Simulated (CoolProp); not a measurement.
A Linde-Hampson liquefier for nitrogen: isothermal reversible compression at 250 K from 1 atm to 5 MPa, throttling to 1 atm, return gas leaving the recuperator 5 K below the feed. Each further row changes one setting.

Computed with CoolProp (reference Helmholtz-energy equation of state, Span 2000).

```
case                        liquid yield per pass  compression work (kJ/kg of gas)
--------------------------  ---------------------  -------------------------------
as stated                                   0.027                              287
high pressure 10 MPa                          [?]                              [?]
warm-end temperature 280 K                  0.017                              323
warm-end gap 10 K                             [?]                              287
```

### Question
Complete the blanks.

### Answer

- high pressure 10 MPa, liquid yield per pass: 0.064
- high pressure 10 MPa, compression work (kJ/kg of gas): 336
- warm-end gap 10 K, liquid yield per pass: 0.013
